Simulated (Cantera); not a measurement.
A closed system holds: 1 mol SiH4, 0.47 mol N2, equilibrated at 1.20 mbar.

These are equilibrium values from Cantera (NASA tables, ideal gas, pure condensed phases), not measurements of a reactor. Candidate condensed phases: Si, Si3N4; 18 gas species. Mutual solubility and eutectic melting of coexisting phases are not modelled. Gases not in the tables: Si2H6 and higher silanes. The numbers say what is thermodynamically allowed, not how fast it happens.

Question: Which condensed phases are stable at each of these points (T (K)): 1500, 1550, 1600, 1650, 1700, 1750, 1800?

Answer: 
```
T (K)  condensed phases  Si condensed (%)
-----  ----------------  ----------------
1500   Si(s) + Si3N4(s)             100.0
1550   Si(s) + Si3N4(s)             100.0
1600              Si(s)             100.0
1650              Si(s)              99.9
1700              Si(l)              99.8
1750              Si(l)              99.7
1800              Si(l)              99.3
```

From 1500 K to 1550 K the condensed part is Si(s) + Si3N4(s). From 1600 K to 1650 K the condensed part is Si(s). From 1700 K to 1800 K the condensed part is Si(l).
